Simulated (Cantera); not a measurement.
Feed: 1 mol CsOH, 0.036 mol H2O, held at 0.100 bar.

Equilibrium computed with Cantera from the NASA thermochemical tables; the gas is ideal and each condensed phase is pure. Candidate condensed phases: Cs, CsOH, H2O; 15 gas species. Equilibrium is a limit: real reactors are often held back by kinetics, nucleation or transport.

x: gas mole fraction; n: condensed amount in mol.

```
T (K)      x CsOH       x H2O  x Cs2(OH)2        x Cs        x O2        x OH  n CsOH(l)
-----  ----------  ----------  ----------  ----------  ----------  ----------  ---------
873        0.0502       0.919      0.0303     8.06e-9     1.54e-8    5.95e-10      0.996
923         0.132       0.811      0.0571     7.84e-8     5.78e-8     2.61e-9      0.989
973    (withheld)  (withheld)  (withheld)  (withheld)  (withheld)  (withheld)      0.969
1023        0.667       0.174       0.160     5.65e-6     1.45e-6     2.14e-8      0.795
1073        0.859      0.0383       0.103     3.21e-5     8.02e-6     3.76e-8          0
1123        0.915      0.0365      0.0489     7.97e-5     1.99e-5     1.04e-7          0
1173        0.941      0.0356      0.0234    0.000177     4.43e-5     2.63e-7          0
1223        0.953      0.0353  (withheld)  (withheld)  (withheld)  (withheld)          0
1273        0.958      0.0353     0.00602    0.000699    0.000175     1.37e-6          0
```

What belongs in the gaps?


- 973, x CsOH: 0.310
- 973, x H2O: 0.591
- 973, x Cs2(OH)2: 0.0989
- 973, x Cs: 6.31e-7
- 973, x O2: 2.30e-7
- 973, x OH: 9.34e-9
- 1223, x Cs2(OH)2: 0.0116
- 1223, x Cs: 0.000364
- 1223, x O2: 9.09e-5
- 1223, x OH: 6.20e-7
